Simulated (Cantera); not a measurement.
A diamond (100) surface in a fixed gas of H2 with x(CH4) = 0.012, x(H) = 0.00064, x(CH3) = 0.00018, at 1125 K; coverages are run to steady state.

Computed with Cantera and the Harris–Goodwin 1993 mechanism for the reconstructed diamond (100) surface.

θ: site fractions in the mechanism's names (c6HH fully hydrogenated, c6H* and c6*H radical sites, c6** diradical, c6HM methylated).

| P (Pa) | growth (µm/h) | θ c6HH | θ c6H* | θ c6*H | θ c6** | θ c6HM |
|---|---|---|---|---|---|---|
| 780 | (withheld) | 0.511 | 0.0293 | 0.439 | 0.0149 | 0.00254 |
| 1400 | (withheld) | 0.510 | 0.0292 | 0.438 | 0.0149 | 0.00444 |
| 2500 | (withheld) | 0.507 | 0.0291 | 0.435 | 0.0148 | 0.00756 |
| 4500 | (withheld) | 0.504 | 0.0288 | 0.432 | 0.0147 | 0.0126 |
| 8000 | (withheld) | 0.498 | 0.0285 | 0.427 | 0.0145 | 0.0197 |
| 14000 | (withheld) | 0.491 | 0.0281 | 0.420 | 0.0143 | 0.0287 |
| 26000 | (withheld) | 0.483 | 0.0276 | 0.413 | 0.0140 | 0.0398 |
| 46000 | (withheld) | 0.476 | 0.0272 | 0.406 | 0.0138 | 0.0495 |

Q: Complete the blanks.

A: 
- 780, growth (µm/h): 0.0721
- 1400, growth (µm/h): 0.171
- 2500, growth (µm/h): 0.428
- 4500, growth (µm/h): 1.12
- 8000, growth (µm/h): 2.88
- 14000, growth (µm/h): 6.99
- 26000, growth (µm/h): 17.5
- 46000, growth (µm/h): 37.9
